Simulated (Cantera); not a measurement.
Input (Python, Cantera) and output of one run.

```python
import numpy as np
import cantera as ct

gas_names = """
    CL CL2 H HCL H2 Si SiCL SiCL2 SiCL3 SiCL4 SiH SiHCL3 SiH2 SiH2CL2 SiH3 SiH3CL SiH4 Si2 Si3
""".split()
cond_names = """
    Si(cr) Si(L)
""".split()


# ... load() reads the species with a 1 bar reference pressure and builds the phases ...
atoms = {
    'Si': {'Si': 1},
    'HCl': {'H': 1, 'CL': 1},
    'H2': {'H': 2},
}
top_T = {}  # K; cautious upper limits of use, not melting points


# ... equilibrate(T, P, feed) seeds the gas with the atoms and calls Mixture.equilibrate('TP', solver="gibbs", rtol=1e-10, max_steps=50000) ...
results = []
T = 1323  # K
P = 390000  # Pa
for m in [0.66, 0.93, 1.3, 1.9, 2.6, 3.7, 5.3]:
    feed = {'Si': 1, 'HCl': m, 'H2': 12}  # mol
    mix = equilibrate(T, P, feed)
    results.append((T, P, feed, dict(zip(mix.species_names, mix.species_moles))))
    x = sorted(zip(gas.X, gas.species_names), reverse=True)
    print(f"T = {T:g} K  P = {P:g} Pa  n(HCl) = {m:g} mol  gas = {mix.phase_moles(0):.4g} mol")
    print("   x: " + "  ".join(f"{s} {v:.3e}" for v, s in x if v > 1e-05))
    print("   condensed (mol): " + ("  ".join(f"{mix.phase(i).name} {mix.phase_moles(i):.4g}"
          for i in range(1, mix.n_phases) if mix.phase_moles(i) > 1e-12) or "none"))
```

Output:

```
T = 1323 K  P = 390000 Pa  n(HCl) = 0.66 mol  gas = 12.57 mol
   x: H2 9.656e-01  HCL 2.481e-02  SiHCL3 3.893e-03  SiCL4 1.971e-03  SiCL2 1.742e-03  SiH2CL2 1.101e-03  SiCL3 7.924e-04  SiH3CL 8.808e-05
   condensed (mol): Si(cr) 0.8795
T = 1323 K  P = 390000 Pa  n(HCl) = 0.93 mol  gas = 12.78 mol
   x: H2 9.565e-01  HCL 2.869e-02  SiHCL3 6.078e-03  SiCL4 3.594e-03  SiCL2 2.352e-03  SiH2CL2 1.473e-03  SiCL3 1.243e-03  SiH3CL 1.009e-04
   condensed (mol): Si(cr) 0.8103
T = 1323 K  P = 390000 Pa  n(HCl) = 1.3 mol  gas = 13.06 mol
   x: H2 9.454e-01  HCL 3.256e-02  SiHCL3 8.987e-03  SiCL4 6.101e-03  SiCL2 3.065e-03  SiH2CL2 1.897e-03  SiCL3 1.849e-03  SiH3CL 1.132e-04
   condensed (mol): Si(cr) 0.7124
T = 1323 K  P = 390000 Pa  n(HCl) = 1.9 mol  gas = 13.52 mol
   x: H2 9.298e-01  HCL 3.697e-02  SiHCL3 1.339e-02  SiCL4 1.049e-02  SiCL2 4.020e-03  SiCL3 2.777e-03  SiH2CL2 2.447e-03  SiH3CL 1.264e-04
   condensed (mol): Si(cr) 0.5503
T = 1323 K  P = 390000 Pa  n(HCl) = 2.6 mol  gas = 14.06 mol
   x: H2 9.138e-01  HCL 4.059e-02  SiHCL3 1.802e-02  SiCL4 1.578e-02  SiCL2 4.930e-03  SiCL3 3.771e-03  SiH2CL2 2.949e-03  SiH3CL 1.364e-04
   condensed (mol): Si(cr) 0.3592
T = 1323 K  P = 390000 Pa  n(HCl) = 3.7 mol  gas = 14.89 mol
   x: H2 8.921e-01  HCL 4.454e-02  SiHCL3 2.438e-02  SiCL4 2.399e-02  SiCL2 6.078e-03  SiCL3 5.164e-03  SiH2CL2 3.550e-03  SiH3CL 1.461e-04
   condensed (mol): Si(cr) 0.05745
T = 1323 K  P = 390000 Pa  n(HCl) = 5.3 mol  gas = 16.36 mol
   x: H2 8.347e-01  HCL 1.042e-01  SiCL4 3.912e-02  SiHCL3 1.590e-02  SiCL3 3.482e-03  SiCL2 1.695e-03  SiH2CL2 9.264e-04  SiH3CL 1.525e-05
   condensed (mol): none
```

Cantera equilibrium calculation (NASA polynomials, part measured and part estimated; ideal gas, pure solids and liquids). The tables' values for SiCl3 are old estimates; treat these amounts as uncertain.
